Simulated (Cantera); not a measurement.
Charge: 1 mol AlCl3, 7.9 mol NH3, 510 mol H2, at 0.660 bar.

Method: chemical equilibrium by Gibbs-energy minimisation in Cantera with the NASA 1993 tables (ideal gas, pure condensed phases). Candidate condensed phases: Al, AlCl3, AlN, NH4Cl; 20 gas species. Equilibrium is a limit: real reactors are often held back by kinetics, nucleation or transport.

Q: What share of the Al ends up in condensed phases as a function of T (°C), at 400, 600, 800, 1000, 1200, 1400, 1600, 1800, 2000?

A: 
```
T (°C)  Al condensed (%)      as
------  ----------------  ------
400                 99.4  AlN(s)
600                 99.0  AlN(s)
800                 98.6  AlN(s)
1000                98.2  AlN(s)
1200                95.1  AlN(s)
1400                43.8  AlN(s)
1600                 0.0       -
1800                 0.0       -
2000                 0.0       -
```
